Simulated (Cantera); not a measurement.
## C₆H₆ + H₂ (carbon deposition, reforming and gasification)

Charge: 1 mol C₆H₆, 7.8 mol H₂, equilibrated at 1050 K and 5400 Pa.

Cantera equilibrium calculation (NASA polynomials, part measured and part estimated; ideal gas, pure solids and liquids). Candidate condensed phases: C, C₆H₆, C₇H₈, C₈H₁₈; 76 gas species. Rates play no part.

```yaml
x(H₂): 0.997
x(CH₄): 0.00307
n(C(graphite)): 5.97 mol
gas_amount: 10.77 mol
```
